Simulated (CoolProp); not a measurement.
A single-stage vapour-compression cycle with cyclopropane: evaporating at 321.15 K (dew point), condensing at 350.15 K (bubble point), superheat 10 K, subcooling 5 K, compressor efficiency 0.9, no pressure losses. Each further row changes one setting.

The numbers come from the reference Helmholtz-energy equation of state, Polt 1992 in CoolProp. This equation is an older, rougher fit; its heat capacities, sound speeds and derivatives of the liquid may be far off and weren't checked against measurements.

```json
[
 {"case": "as stated", "cooling COP": "8.54", "pressure ratio": "1.85", "discharge temperature (K)": "367.1", "refrigerating effect (kJ/kg)": "322", "volumetric capacity (kJ/m³)": "7610"},
 {"case": "evaporating temperature 326.15 K", "cooling COP": "10.7", "pressure ratio": "1.65", "discharge temperature (K)": "365.7", "refrigerating effect (kJ/kg)": "326", "volumetric capacity (kJ/m³)": "8650"},
 {"case": "condensing temperature 345.15 K", "cooling COP": "10.6", "pressure ratio": "1.68", "discharge temperature (K)": "361.1", "refrigerating effect (kJ/kg)": "336", "volumetric capacity (kJ/m³)": "7930"},
 {"case": "subcooling 10 K", "cooling COP": "8.90", "pressure ratio": "1.85", "discharge temperature (K)": "367.1", "refrigerating effect (kJ/kg)": "336", "volumetric capacity (kJ/m³)": "7940"},
 {"case": "superheat 20 K", "cooling COP": "8.56", "pressure ratio": "1.85", "discharge temperature (K)": "376.4", "refrigerating effect (kJ/kg)": "341", "volumetric capacity (kJ/m³)": "7640"},
 {"case": "compressor efficiency 0.8", "cooling COP": "7.59", "pressure ratio": "1.85", "discharge temperature (K)": "369.2", "refrigerating effect (kJ/kg)": "322", "volumetric capacity (kJ/m³)": "7610"}
]
```
